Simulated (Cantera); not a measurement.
What does this Cantera script print?

```python
import numpy as np
import cantera as ct

gas_names = """
    OH H2 O2 H2O
""".split()
cond_names = """
    Sr(a) Sr(b) Sr(L) SrO(s) SrO(L) SrO2H2(s) SrO2H2(L)
""".split()


# ... load() reads the species with a 1 bar reference pressure and builds the phases ...
species = {s.name: s for s in load("nasa_gas.yaml", gas_names) + load("nasa_condensed.yaml", cond_names)}
# Each term lists the table entries of one substance; the one whose range holds T is used.
reactions = {
    '2 OH(g) + 2 Sr = 2 SrO + H2(g)':
        [(-2, ['OH']), (-2, ['Sr(a)', 'Sr(b)', 'Sr(L)']), (2, ['SrO(s)', 'SrO(L)']), (1, ['H2'])],
    '2 Sr(OH)2 = 2 Sr + O2(g) + 2 H2O(g)':
        [(-2, ['SrO2H2(s)', 'SrO2H2(L)']), (2, ['Sr(a)', 'Sr(b)', 'Sr(L)']), (1, ['O2']), (2, ['H2O'])],
}


def pick(names, T):
    return next(species[n] for n in names if species[n].thermo.min_temp <= T <= species[n].thermo.max_temp)


results = []
for label, terms in reactions.items():
    print(label)
    print("     T/K   dH/kJ  dS/(J/K)   dG/kJ   log10 K")
    for T in [300, 873, 1023, 1173, 1323, 1473, 1623, 1773, 1923, 2073]:
        used = [(nu, pick(names, T)) for nu, names in terms]
        dH = sum(nu * s.thermo.h(T) for nu, s in used) / 1e6
        dS = sum(nu * s.thermo.s(T) for nu, s in used) / 1e3
        dG = dH - T * dS / 1e3
        logK = -dG * 1e6 / (ct.gas_constant * T * np.log(10))
        results.append((label, T, dH, dS, dG, logK, [s.name for _, s in used]))
        print(f"{T:8g} {dH:8.1f} {dS:8.1f} {dG:8.1f} {logK:8.2f}")
```

Output:

```
2 OH(g) + 2 Sr = 2 SrO + H2(g)
     T/K   dH/kJ  dS/(J/K)   dG/kJ   log10 K
     300  -1262.8   -235.7  -1192.1   207.55
     873  -1256.1   -223.3  -1061.2    63.49
    1023  -1253.2   -220.2  -1028.0    52.49
    1173  -1267.8   -234.2   -993.0    44.22
    1323  -1266.3   -233.1   -958.0    37.82
    1473  -1264.7   -231.9   -923.1    32.73
    1623  -1262.8   -230.7   -888.4    28.59
    1773  -1260.7   -229.5   -853.9    25.16
    1923  -1258.4   -228.2   -819.6    22.26
    2073  -1255.8   -226.9   -785.4    19.79
2 Sr(OH)2 = 2 Sr + O2(g) + 2 H2O(g)
     T/K   dH/kJ  dS/(J/K)   dG/kJ   log10 K
     300   1454.2    498.7   1304.6  -227.14
     873   1375.0    388.1   1036.2   -62.00
    1023   1354.2    366.0    979.7   -50.03
    1173   1351.8    364.6    924.1   -41.15
    1323   1334.3    350.6    870.5   -34.37
    1473   1317.4    338.4    818.9   -29.04
    1623   1301.0    327.8    768.9   -24.75
    1773   1285.1    318.5    720.4   -21.22
    1923   1269.7    310.1    673.3   -18.29
    2073   1254.6    302.6    627.4   -15.81
```

Source: NASA polynomial tables (part measured, part estimated), evaluated in Cantera. Condensed species are held in their standard states even where they would react or evaporate.
